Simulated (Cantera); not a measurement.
A closed system holds: 1 mol AlCl3, 1.3 mol O2, 55 mol N2, equilibrated at 1848 K and 1.88 Torr.

These are equilibrium values from Cantera (NASA tables, ideal gas, pure condensed phases), not measurements of a reactor. Candidate condensed phases: Al, AlCl3, AlN, Al2O3; 24 gas species. Kinetics and transport are ignored.

Base state: N2 0.939, Cl 0.0511, O2 0.00868, NO 0.00108, O 0.000353, Cl2 4.22e-5 (mole fractions); condensed: Al2O3(s).

### Question
What changes in the equilibrium state with this change: N2 from 55 to 1.2 mol?

### Answer
```tsv
species	before	after
Cl	0.0511	0.622
N2	0.939	0.253
O2	0.00868	0.115
AlCl3	6.67e-7	0.000173
Cl2	4.22e-5	0.00624
ClO	4.06e-6	0.000180
AlOCl	3.80e-6	2.42e-5
O	0.000353	0.00128
NO	0.00108	0.00204
Al2O3(s), mol	0.500	0.500
```

### Question
What changes in the equilibrium state with this change: AlCl3 replaced by Al(CH3)3?

### Answer
```json
[
 {"species": "N2", "before": "0.939", "after": "0.876"},
 {"species": "H2", "before": "0", "after": "0.0697"},
 {"species": "CO", "before": "0", "after": "0.0417"},
 {"species": "Cl", "before": "0.0511", "after": "0"},
 {"species": "Al", "before": "<1e-9", "after": "0.00771"},
 {"species": "O2", "before": "0.00868", "after": "<1e-9"},
 {"species": "H", "before": "0", "after": "0.00280"},
 {"species": "HCN", "before": "0", "after": "0.00191"},
 {"species": "Al2O3(s), mol", "before": "0.500", "after": "0"},
 {"species": "AlN(s), mol", "before": "0", "after": "0.516"},
 {"species": "C(graphite), mol", "before": "0", "after": "0.274"}
]
```
The feed counts by its element totals alone. Further candidate phases: C, C6H6, C7H8, C8H18, H2O.
